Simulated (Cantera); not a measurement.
An adiabatic, constant-pressure homogeneous reactor starts with CH4 : O2 : N2 : CO2 = 1 : 3.33 : 12.5 : 0.63 (molar parts), equivalence ratio 0.60, at 1298 K and 12.0 bar. Integrator tolerance rtol = 1e-08.

Cantera simulation using GRI-Mech 3.0 (53 species, 325 reactions); the numbers are that mechanism's predictions, not measurements. The pressure lies above the range GRI-Mech 3.0 was tuned for (to about 10 atm).

What does this change do: pressure from 12.0 bar to 1.01 bar?


```tsv
quantity	before	after
time of steepest temperature rise	1.05 ms	9.74 ms
temperature at 0.100 s	2395 K	2353 K
equilibrium temperature	2395 K	2351 K
x(CH4) at 0.100 s	<1e-12 (gas-phase equilibrium <1e-12)	<1e-12 (gas-phase equilibrium <1e-12)
x(O2) at 0.100 s	0.0705 (gas-phase equilibrium 0.0705)	0.0721 (gas-phase equilibrium 0.0715)
x(CO2) at 0.100 s	0.0911 (gas-phase equilibrium 0.0911)	0.0876 (gas-phase equilibrium 0.0876)
x(HO2) at 0.100 s	9.31e-6 (gas-phase equilibrium 9.31e-6)	4.47e-6 (gas-phase equilibrium 4.42e-6)
x(CO) at 0.100 s	0.00205 (gas-phase equilibrium 0.00205)	0.00523 (gas-phase equilibrium 0.00519)
x(C2H2) at 0.100 s	<1e-12 (gas-phase equilibrium <1e-12)	<1e-12 (gas-phase equilibrium <1e-12)
```

What does this change do: 0.13 parts C2H6 added?


```
quantity                                                            before                                    after
---------------------------------  ---------------------------------------  ---------------------------------------
time of steepest temperature rise                                  1.05 ms                                 0.263 ms
temperature at 0.100 s                                              2395 K                                   2562 K
equilibrium temperature                                             2395 K                                   2562 K
x(CH4) at 0.100 s                    <1e-12 (gas-phase equilibrium <1e-12)    <1e-12 (gas-phase equilibrium <1e-12)
x(O2) at 0.100 s                     0.0705 (gas-phase equilibrium 0.0705)    0.0454 (gas-phase equilibrium 0.0454)
x(CO2) at 0.100 s                    0.0911 (gas-phase equilibrium 0.0911)    0.0994 (gas-phase equilibrium 0.0994)
x(HO2) at 0.100 s                  9.31e-6 (gas-phase equilibrium 9.31e-6)  1.12e-5 (gas-phase equilibrium 1.12e-5)
x(CO) at 0.100 s                   0.00205 (gas-phase equilibrium 0.00205)  0.00689 (gas-phase equilibrium 0.00689)
x(C2H2) at 0.100 s                   <1e-12 (gas-phase equilibrium <1e-12)    <1e-12 (gas-phase equilibrium <1e-12)
```
